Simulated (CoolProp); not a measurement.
Properties of chlorine along the isobar 9500 kPa.

The numbers come from the reference Helmholtz-energy equation of state, Thol 2021 in CoolProp.

```json
[
 {"T (°C)": "-81.55", "phase": "liquid", "expansivity (1/kK)": "1.528", "fugacity coefficient": "0.0009184"},
 {"T (°C)": "-73.05", "phase": "liquid", "expansivity (1/kK)": "1.546", "fugacity coefficient": "0.001640"},
 {"T (°C)": "-64.45", "phase": "liquid", "expansivity (1/kK)": "1.568", "fugacity coefficient": "0.002789"},
 {"T (°C)": "-55.95", "phase": "liquid", "expansivity (1/kK)": "1.592", "fugacity coefficient": "0.004494"},
 {"T (°C)": "-47.35", "phase": "liquid", "expansivity (1/kK)": "1.620", "fugacity coefficient": "0.006977"},
 {"T (°C)": "-38.85", "phase": "liquid", "expansivity (1/kK)": "1.651", "fugacity coefficient": "0.01038"},
 {"T (°C)": "-30.25", "phase": "liquid", "expansivity (1/kK)": "1.685", "fugacity coefficient": "0.01501"},
 {"T (°C)": "-21.75", "phase": "liquid", "expansivity (1/kK)": "1.723", "fugacity coefficient": "(withheld)"},
 {"T (°C)": "-13.15", "phase": "liquid", "expansivity (1/kK)": "1.767", "fugacity coefficient": "0.02868"},
 {"T (°C)": "-4.65", "phase": "liquid", "expansivity (1/kK)": "1.816", "fugacity coefficient": "0.03812"},
 {"T (°C)": "3.95", "phase": "liquid", "expansivity (1/kK)": "1.871", "fugacity coefficient": "(withheld)"},
 {"T (°C)": "12.45", "phase": "liquid", "expansivity (1/kK)": "1.934", "fugacity coefficient": "0.06349"},
 {"T (°C)": "21.05", "phase": "liquid", "expansivity (1/kK)": "2.006", "fugacity coefficient": "0.07981"},
 {"T (°C)": "29.55", "phase": "liquid", "expansivity (1/kK)": "(withheld)", "fugacity coefficient": "0.09846"},
 {"T (°C)": "38.15", "phase": "liquid", "expansivity (1/kK)": "2.183", "fugacity coefficient": "0.1200"},
 {"T (°C)": "46.65", "phase": "liquid", "expansivity (1/kK)": "2.292", "fugacity coefficient": "0.1439"}
]
```

**Question.** What belongs in the gaps?

**Answer.** 
- -21.75, fugacity coefficient: 0.02099
- 3.95, fugacity coefficient: 0.04976
- 29.55, expansivity (1/kK): 2.088
